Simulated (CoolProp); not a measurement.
Vapour-liquid equilibrium of R1234yf (1) + R1234ze(E) (2) at 0.229 MPa; x and y are mole fractions of (1).

Values from CoolProp's multi-fluid Helmholtz-energy mixture model, Lemmon 2022 and Thol 2016; pair parameters Bell 2022.

| x | bubble temperature (K) | y at the bubble point | dew temperature at overall composition x (K) | liquid density (mol/L) |
|---|---|---|---|---|
| 0.05 | 274.0 | 0.073 | 274.2 | 10.83 |
| 0.15 | 272.6 | 0.205 | 273.2 | 10.81 |
| 0.25 | 271.4 | 0.325 | 272.2 | 10.79 |
| 0.35 | 270.3 | 0.435 | 271.1 | 10.76 |
| 0.45 | 269.2 | 0.538 | 270.1 | 10.73 |
| 0.55 | 268.2 | 0.633 | 269.1 | 10.71 |
| 0.65 | 267.2 | 0.723 | 268.0 | 10.68 |
| 0.75 | 266.3 | 0.808 | 266.9 | 10.64 |
| 0.85 | 265.4 | 0.888 | 265.8 | 10.61 |
| 0.95 | 264.5 | 0.964 | 264.6 | 10.58 |

No azeotrope shows between x = 0.05 and 0.95.

Pair parameters are fitted to limited data, so mixtures are less certain than the pure fluids.
